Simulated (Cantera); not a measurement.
What does this Cantera script print?

```python
import numpy as np
import cantera as ct

gas_names = """
    C CO CO2 C2 C2O C3 C3O2 C4 C5 O O2 O3
""".split()
cond_names = """
    C(gr)
""".split()


def load(file, names, dense=False):
    # The tables refer to 1 bar. Condensed volumes are neglected.
    table = {s.name: s for s in ct.Species.list_from_file(file)}
    out = []
    for n in names:
        d = dict(table[n].input_data)
        d["thermo"] = dict(d["thermo"], **{"reference-pressure": 1e5})
        if dense:
            d["equation-of-state"] = {"model": "constant-volume", "density": "1e6 g/cm^3"}
        out.append(ct.Species.from_dict(d))
    return out


gas = ct.Solution(thermo="ideal-gas", species=load("nasa_gas.yaml", gas_names))
cond = {s.name: ct.Solution(thermo="fixed-stoichiometry", species=[s], name=s.name)
        for s in load("nasa_condensed.yaml", cond_names, dense=True)}
atoms = {
    'CO': {'C': 1, 'O': 1},
    'O2': {'O': 2},
}
top_T = {'C(gr)': 4500}  # K; cautious upper limits of use, not melting points


def equilibrate(T, P, feed):
    n = {}
    for name, mol in feed.items():
        for a, k in atoms[name].items():
            n[a] = n.get(a, 0.0) + k * mol
    gas.TPX = T, P, n
    mass = sum(n.values()) * gas.mean_molecular_weight
    gas.equilibrate("TP")
    valid = [c for c in cond.values() if c.min_temp <= T <= top_T.get(c.name, c.max_temp)]
    mix = ct.Mixture([(gas, mass / gas.mean_molecular_weight)] + [(c, 0.0) for c in valid])
    mix.T, mix.P = T, P
    mix.equilibrate("TP", solver="vcs", rtol=1e-11, max_steps=5000)
    return mix


results = []
T = 1673  # K
P = 5700  # Pa
for m in [0.2, 0.23, 0.26, 0.3, 0.35, 0.4, 0.46, 0.53, 0.61, 0.7, 0.81]:
    feed = {'CO': 1, 'O2': m}  # mol
    mix = equilibrate(T, P, feed)
    results.append((T, P, feed, dict(zip(mix.species_names, mix.species_moles))))
    x = sorted(zip(gas.X, gas.species_names), reverse=True)
    print(f"T = {T:g} K  P = {P:g} Pa  n(O2) = {m:g} mol  gas = {mix.phase_moles(0):.4g} mol")
    print("   x: " + "  ".join(f"{s} {v:.3e}" for v, s in x if v > 0.0001))
    print("   condensed (mol): " + ("  ".join(f"{mix.phase(i).name} {mix.phase_moles(i):.4g}"
          for i in range(1, mix.n_phases) if mix.phase_moles(i) > 1e-12) or "none"))
```

Output:

```
T = 1673 K  P = 5700 Pa  n(O2) = 0.2 mol  gas = 1 mol
   x: CO 6.000e-01  CO2 4.000e-01
   condensed (mol): none
T = 1673 K  P = 5700 Pa  n(O2) = 0.23 mol  gas = 1 mol
   x: CO 5.400e-01  CO2 4.600e-01
   condensed (mol): none
T = 1673 K  P = 5700 Pa  n(O2) = 0.26 mol  gas = 1 mol
   x: CO2 5.200e-01  CO 4.800e-01
   condensed (mol): none
T = 1673 K  P = 5700 Pa  n(O2) = 0.3 mol  gas = 1 mol
   x: CO2 6.000e-01  CO 4.000e-01
   condensed (mol): none
T = 1673 K  P = 5700 Pa  n(O2) = 0.35 mol  gas = 1 mol
   x: CO2 7.000e-01  CO 3.000e-01
   condensed (mol): none
T = 1673 K  P = 5700 Pa  n(O2) = 0.4 mol  gas = 1 mol
   x: CO2 8.000e-01  CO 2.000e-01
   condensed (mol): none
T = 1673 K  P = 5700 Pa  n(O2) = 0.46 mol  gas = 1 mol
   x: CO2 9.200e-01  CO 8.001e-02
   condensed (mol): none
T = 1673 K  P = 5700 Pa  n(O2) = 0.53 mol  gas = 1.031 mol
   x: CO2 9.691e-01  O2 2.968e-02  CO 1.176e-03
   condensed (mol): none
T = 1673 K  P = 5700 Pa  n(O2) = 0.61 mol  gas = 1.11 mol
   x: CO2 9.000e-01  O2 9.934e-02  CO 5.969e-04
   condensed (mol): none
T = 1673 K  P = 5700 Pa  n(O2) = 0.7 mol  gas = 1.2 mol
   x: CO2 8.327e-01  O2 1.668e-01  CO 4.262e-04
   condensed (mol): none
T = 1673 K  P = 5700 Pa  n(O2) = 0.81 mol  gas = 1.31 mol
   x: CO2 7.629e-01  O2 2.367e-01  CO 3.278e-04
   condensed (mol): none
```

These are equilibrium values from Cantera (NASA tables, ideal gas, pure condensed phases), not measurements of a reactor.
